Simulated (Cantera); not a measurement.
Charge: 1 mol SiCl4, 0.25 mol H2O, 10 mol N2, a varied amount of O2, equilibrated at 1498 K and 23.0 mbar.

Method: chemical equilibrium by Gibbs-energy minimisation in Cantera with the NASA 1993 tables (ideal gas, pure condensed phases). Candidate condensed phases: H2O, NH4Cl, Si, SiO2, Si2N2O, Si3N4; 47 gas species. The tables' values for SiCl3 are old estimates; treat these amounts as uncertain. The tables hold silica as quartz up to 1696 K and as liquid above; real silica turns to tridymite and cristobalite and melts near 1996 K. Equilibrium is a limit: real reactors are often held back by kinetics, nucleation or transport.

x: gas mole fraction; n: condensed amount in mol.

```
n(O2) (mol)   x N2    x Cl    x Cl2  x SiCl4   x HCl  n SiO2(β-quartz)
-----------  -----  ------  -------  -------  ------  ----------------
0.088        0.862  0.0232  0.00371   0.0676  0.0431             0.213
0.17         0.850  0.0380  0.00997   0.0598  0.0425             0.295
0.26         0.837  0.0511   0.0181   0.0514  0.0419             0.385
0.34         0.828  0.0610   0.0258   0.0442  0.0414             0.465
0.43         0.817  0.0709   0.0348   0.0363  0.0409             0.555
0.51         0.808       …        …        …  0.0404                 …
0.6          0.799  0.0870   0.0524   0.0219  0.0399             0.725
0.68         0.791  0.0936        …        …  0.0395                 …
0.76         0.783  0.0999   0.0691  0.00900  0.0391             0.885
0.85         0.774   0.106   0.0784  0.00194  0.0387             0.975
0.93         0.769   0.108   0.0806  1.09e-6  0.0384             1.000
1            0.765   0.108   0.0800  4.73e-7  0.0382             1.000
```

Problem. Complete the blanks.

Solution. 
- 0.68, x Cl2: 0.0607
- 0.68, x SiCl4: 0.0154
- 0.68, n SiO2(β-quartz): 0.805
- 0.51, x Cl: 0.0788
- 0.51, x Cl2: 0.0430
- 0.51, x SiCl4: 0.0295
- 0.51, n SiO2(β-quartz): 0.635
